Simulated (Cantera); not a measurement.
Charge: 1 mol Fe(CO)5, 0.4 mol H2, 1 mol N2, equilibrated at 1.00 bar.

Points: T (K) = 1023, 1048, 1073, 1098, 1123, 1148, 1173, 1198, 1223, 1248, 1273.

Cantera's Mixture.equilibrate('TP', solver="vcs", rtol=1e-11, max_steps=5000) on the NASA tables stopped like this:

```
0000 Pa  gas = 5.587 mol
   x: CO 6.146e-01  N2 1.790e-01  CO2 1.351e-01  H2 6.081e-02  H2O 1.023e-02
   condensed (mol): C(gr) 0.8104  Fe(a) 1
T = 1048 K  P = 100000 Pa  gas = 5.793 mol
   x: CO 6.615e-01  N2 1.726e-01  CO2 9.708e-02  H2 6.106e-02  H2O 7.551e-03
   condensed (mol): C(gr) 0.6048  Fe(a) 1
T = 1073 K  P = 100000 Pa  gas = 5.958 mol
   x: CO 6.968e-01  N2 1.678e-01  CO2 6.838e-02  H2 6.123e-02  H2O 5.548e-03
   condensed (mol): C(gr) 0.4394  Fe(a) 1
T = 1098 K  P = 100000 Pa  gas = 6.084 mol
   x: CO 7.224e-01  N2 1.644e-01  H2 6.139e-02  CO2 4.764e-02  H2O 4.076e-03
   condensed (mol): C(gr) 0.3138  Fe(a) 1
ERROR: FAILURE its = 5001!

*******************************************************************************
CanteraError thrown by MultiPhase::equilibrate:
VCS solver failed. Return code: -1
*******************************************************************************
```

What got this run through?

This is not unique; one that fits is The failure is numerical, not chemical. The same input converged with solver="gibbs", rtol=1e-10, max_steps=50000, and the result passed a check of the equilibrium conditions:
```
T = 1023 K  P = 100000 Pa  gas = 5.587 mol
   x: CO 6.146e-01  N2 1.790e-01  CO2 1.351e-01  H2 6.081e-02  H2O 1.023e-02
   condensed (mol): C(gr) 0.8104  Fe(a) 1
T = 1048 K  P = 100000 Pa  gas = 5.793 mol
   x: CO 6.615e-01  N2 1.726e-01  CO2 9.708e-02  H2 6.106e-02  H2O 7.551e-03
   condensed (mol): C(gr) 0.6048  Fe(a) 1
T = 1073 K  P = 100000 Pa  gas = 5.958 mol
   x: CO 6.968e-01  N2 1.678e-01  CO2 6.838e-02  H2 6.123e-02  H2O 5.548e-03
   condensed (mol): C(gr) 0.4394  Fe(a) 1
T = 1098 K  P = 100000 Pa  gas = 6.084 mol
   x: CO 7.224e-01  N2 1.644e-01  H2 6.139e-02  CO2 4.764e-02  H2O 4.076e-03
   condensed (mol): C(gr) 0.3138  Fe(a) 1
T = 1123 K  P = 100000 Pa  gas = 6.176 mol
   x: CO 7.403e-01  N2 1.619e-01  H2 6.153e-02  CO2 3.310e-02  H2O 3.006e-03
   condensed (mol): C(gr) 0.2223  Fe(a) 1
T = 1148 K  P = 100000 Pa  gas = 6.242 mol
   x: CO 7.527e-01  N2 1.602e-01  H2 6.167e-02  CO2 2.305e-02  H2O 2.232e-03
   condensed (mol): C(gr) 0.1572  Fe(a) 1
T = 1173 K  P = 100000 Pa  gas = 6.287 mol
   x: CO 7.612e-01  N2 1.590e-01  H2 6.180e-02  CO2 1.616e-02  H2O 1.670e-03
   condensed (mol): C(gr) 0.1116  Fe(a) 1
T = 1198 K  P = 100000 Pa  gas = 6.319 mol
   x: CO 7.671e-01  N2 1.582e-01  H2 6.191e-02  CO2 1.144e-02  H2O 1.261e-03
   condensed (mol): C(gr) 0.07982  Fe(c) 1
T = 1223 K  P = 100000 Pa  gas = 6.342 mol
   x: CO 7.711e-01  N2 1.577e-01  H2 6.201e-02  CO2 8.180e-03
   condensed (mol): C(gr) 0.05758  Fe(c) 1
T = 1248 K  P = 100000 Pa  gas = 6.357 mol
   x: CO 7.739e-01  N2 1.573e-01  H2 6.209e-02  CO2 5.915e-03
   condensed (mol): C(gr) 0.04195  Fe(c) 1
T = 1273 K  P = 100000 Pa  gas = 6.369 mol
   x: CO 7.759e-01  N2 1.570e-01  H2 6.215e-02  CO2 4.326e-03
   condensed (mol): C(gr) 0.03087  Fe(c) 1
```

The gas is ideal and each condensed phase is pure. Condensed phases not in the tables: cementite and carbon dissolved in iron.
